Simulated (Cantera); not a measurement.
CsCl + O2 + H2 (halide evaporation, hydrolysis and transport)

A closed system holds: 1 mol CsCl, 1.6 mol O2, a varied amount of H2, held at 1673 K and 2.30 Pa.

Equilibrium computed with Cantera from the NASA thermochemical tables; the gas is ideal and each condensed phase is pure. Candidate condensed phases: Cs, CsCl, CsOH, H2O; 22 gas species. Equilibrium is a limit: real reactors are often held back by kinetics, nucleation or transport.

```json
[
 {"n(H2) (mol)": "0.66", "log p H2": "-7.62", "log p H2O": "-5.31", "log p O2": "-5.01", "log p CsCl": "-5.12", "log p H": "-7.76", "log p HCl": "-6.96", "log p Cs": "-6.91", "log p OH": "-6.76"},
 {"n(H2) (mol)": "1", "log p H2": "-7.42", "log p H2O": "-5.15", "log p O2": "-5.10", "log p CsCl": "-5.15", "log p H": "-7.65", "log p HCl": "-6.90", "log p Cs": "-6.90", "log p OH": "-6.70"},
 {"n(H2) (mol)": "1.6", "log p H2": "-7.17", "log p H2O": "-4.98", "log p O2": "-5.27", "log p CsCl": "-5.19", "log p H": "-7.53", "log p HCl": "-6.83", "log p Cs": "-6.88", "log p OH": "-6.66"},
 {"n(H2) (mol)": "2.5", "log p H2": "-6.83", "log p H2O": "-4.84", "log p O2": "-5.68", "log p CsCl": "-5.25", "log p H": "-7.36", "log p HCl": "-6.76", "log p Cs": "-6.83", "log p OH": "-6.69"},
 {"n(H2) (mol)": "3.9", "log p H2": "-5.52", "log p H2O": "-4.83", "log p O2": "-8.27", "log p CsCl": "-5.36", "log p H": "-6.70", "log p HCl": "-6.52", "log p Cs": "-6.54", "log p OH": "-7.33"},
 {"n(H2) (mol)": "6.1", "log p H2": "-5.05", "log p H2O": "-4.99", "log p O2": "-9.53", "log p CsCl": "-5.54", "log p H": "-6.47", "log p HCl": "-6.50", "log p Cs": "-6.50", "log p OH": "-7.73"},
 {"n(H2) (mol)": "9.5", "log p H2": "-4.88", "log p H2O": "-5.16", "log p O2": "-10.21", "log p CsCl": "-5.73", "log p H": "-6.38", "log p HCl": "-6.55", "log p Cs": "-6.55", "log p OH": "-7.98"},
 {"n(H2) (mol)": "15", "log p H2": "-4.79", "log p H2O": "-5.34", "log p O2": "-10.76", "log p CsCl": "-5.93", "log p H": "-6.34", "log p HCl": "-6.63", "log p Cs": "-6.63", "log p OH": "-8.21"},
 {"n(H2) (mol)": "23", "log p H2": "-4.74", "log p H2O": "-5.52", "log p O2": "-11.21", "log p CsCl": "-6.13", "log p H": "-6.31", "log p HCl": "-6.72", "log p Cs": "-6.71", "log p OH": "-8.41"},
 {"n(H2) (mol)": "36", "log p H2": "-4.70", "log p H2O": "-5.71", "log p O2": "-11.65", "log p CsCl": "-6.34", "log p H": "-6.30", "log p HCl": "-6.82", "log p Cs": "-6.81", "log p OH": "-8.62"}
]
```
log p: log10 of the partial pressure in bar; nothing condenses.

From 0.66 mol H2 to 36 mol H2 nothing is condensed. The main Cs-bearing gas is CsCl throughout.
